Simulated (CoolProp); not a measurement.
Values from CoolProp's reference Helmholtz-energy equation of state, Thol 2018.

**Question.** For hydrogen chloride, give the phase and the cp (kJ/(kg K)), speed of sound (m/s), Joule-Thomson coefficient (K/MPa) at -8.05 °C and 1.01 bar.

**Answer.** 
- -8.05 °C and 1.01 bar: gas; cp 0.817, speed of sound 289, Joule-Thomson coefficient 21.3
